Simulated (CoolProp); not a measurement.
Vapour-liquid equilibrium of cyclohexane (1) + o-xylene (2) at 0.213 MPa; x and y are mole fractions of (1).

Values from CoolProp's multi-fluid Helmholtz-energy mixture model, Zhou 2014 and Zhou 2012; pair parameters Bell 2016.

```
x      bubble temperature (°C)  y at the bubble point  dew temperature at overall composition x (°C)  liquid density (mol/L)
-----  -----------------------  ---------------------  ---------------------------------------------  ----------------------
0.05                     166.5                  0.204                                          172.9                   7.058
0.125                    155.9                  0.421                                          169.8                   7.190
0.2                      147.3                  0.567                                          166.6                   7.305
0.275                    140.3                  0.667                                          163.2                   7.408
0.35                     134.6                  0.739                                          159.6                   7.501
0.425                    129.9                  0.792                                          155.7                   7.588
0.5                      125.9                  0.834                                          151.4                   7.670
0.575                    122.4                  0.868                                          146.7                   7.750
0.65                     119.3                  0.896                                          141.6                   7.829
0.725                    116.5                  0.921                                          135.8                   7.907
0.8                      113.9                  0.944                                          129.2                   7.988
0.875                    111.5                  0.965                                          121.6                   8.070
0.95                     109.2                  0.986                                          113.2                   8.156
```

No azeotrope shows between x = 0.05 and 0.95.

The pair parameters rest on a limited set of measurements; away from them the model extrapolates.
